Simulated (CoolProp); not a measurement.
Vapour-liquid equilibrium of benzene (1) + m-xylene (2) at 222.25 °C; x and y are mole fractions of (1).

Computed with CoolProp (multi-fluid Helmholtz-energy mixture model, Thol 2012 and Zhou 2012; pair parameters Bell 2016).

```
x      bubble pressure, mixture model (bar)  bubble pressure, Raoult's law (bar)  y, mixture model  y, Raoult's law
-----  ------------------------------------  -----------------------------------  ----------------  ---------------
0.05                                  6.816                                6.899             0.121            0.147
0.125                                 7.750                                7.952             0.269            0.318
0.2                                   8.692                                9.006             0.389            0.450
0.275                                 9.648                                10.06             0.488            0.553
0.35                                  10.62                                11.11             0.572            0.638
0.425                                 11.61                                12.17             0.644            0.707
0.5                                   12.63                                13.22             0.707            0.766
0.575                                 13.67                                14.27             0.764            0.816
0.65                                  14.75                                15.33             0.814            0.859
0.725                                 15.86                                16.38             0.860            0.896
0.8                                   17.00                                17.44             0.902            0.929
0.875                                 18.18                                18.49             0.941            0.958
0.95                                  19.40                                19.54             0.977            0.984
```

The largest gap from Raoult's law is -4.6 % in bubble pressure, at x = 0.425. No azeotrope shows between x = 0.05 and 0.95.

The pair parameters rest on a limited set of measurements; away from them the model extrapolates.
